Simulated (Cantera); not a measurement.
Input: 1 mol HBr, 0.13 mol H₂, 0.1 mol O₂, held at 1175 K and 1.00 Torr.

Equilibrium computed with Cantera from the NASA thermochemical tables; the gas is ideal and each condensed phase is pure. Candidate condensed phases: Br₂, H₂O; 12 gas species. Equilibrium is a limit: real reactors are often held back by kinetics, nucleation or transport.

Base state: HBr 0.724, H₂O 0.168, Br 0.0961, Br₂ 0.0111, H₂ 0.000148 (mole fractions); condensed: gas only.

Q: What changes in the equilibrium state with this change: H₂ from 0.13 to 0.33 mol?

A: 
```tsv
species	before	after
HBr	0.724	0.747
H₂O	0.168	0.150
H₂	0.000148	0.0995
Br	0.0961	0.00382
Br₂	0.0111	1.76e-5
```

Q: What changes in the equilibrium state with this change: temperature from 1175 K to 1325 K?

A: 
```json
[
 {"species": "HBr", "before": "0.724", "after": "0.709"},
 {"species": "H₂O", "before": "0.168", "after": "0.166"},
 {"species": "Br", "before": "0.0961", "after": "0.119"},
 {"species": "Br₂", "before": "0.0111", "after": "0.00174"},
 {"species": "H₂", "before": "0.000148", "after": "0.00320"}
]
```
